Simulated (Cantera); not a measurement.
A Cantera script and what it prints.

```python
import numpy as np
import cantera as ct

gas_names = """
    H HO2 H2 H2O H2O2 O OH O2 O3 Pb PbO Pb2
""".split()
cond_names = """
    H2O(s) H2O(L) Pb(cr) Pb(L) PbO(rd) PbO(yw) PbO(L) PbO2(s) Pb3O4(s)
""".split()


# ... load() reads the species with a 1 bar reference pressure and builds the phases ...
atoms = {
    'Pb': {'Pb': 1},
    'H2O': {'H': 2, 'O': 1},
    'H2': {'H': 2},
}
top_T = {'Pb3O4(s)': 820}  # K; cautious upper limits of use, not melting points


# ... equilibrate(T, P, feed) seeds the gas with the atoms and calls Mixture.equilibrate('TP', solver="vcs", rtol=1e-11, max_steps=5000) ...
results = []
feed = {'Pb': 1, 'H2O': 0.016, 'H2': 21}  # mol
P = 133.322  # Pa
for T in [948, 1098, 1248, 1398, 1548, 1698, 1848]:
    mix = equilibrate(T, P, feed)
    results.append((T, P, feed, dict(zip(mix.species_names, mix.species_moles))))

top = {s: max(r[3][s] / sum(r[3][g] for g in gas_names) for r in results) for s in gas_names}
cols = sorted((s for s in top if top[s] > 0.0001), key=lambda s: -top[s])[:8]
seen = [c for c in cond_names if any(r[3].get(c, 0) > 1e-12 for r in results)]
print("log10 of partial pressures in bar; condensed amounts in mol")
print(f"{'T/K':>10s}" + "".join(f"{s[:9]:>10s}" for s in cols + seen))
for T, P, feed, n in results:
    ng = sum(n[g] for g in gas_names)
    print(f"{T:10.4g}" + "".join(f"{np.log10(max(n[s] / ng * P / 1e5, 1e-99)):10.3f}" for s in cols)
          + "".join(f"{n.get(c, 0):10.4g}" for c in seen))
```

It prints:

```
log10 of partial pressures in bar; condensed amounts in mol
       T/K        H2        Pb         H       H2O     Pb(L)
       948    -2.877    -5.320   -10.719    -5.995    0.9242
      1098    -2.896    -4.218    -9.055    -6.014         0
      1248    -2.896    -4.218    -7.778    -6.014         0
      1398    -2.896    -4.218    -6.773    -6.014         0
      1548    -2.896    -4.218    -5.960    -6.014         0
      1698    -2.897    -4.219    -5.288    -6.015         0
      1848    -2.902    -4.221    -4.727    -6.017         0
```

Cantera equilibrium calculation (NASA polynomials, part measured and part estimated; ideal gas, pure solids and liquids).
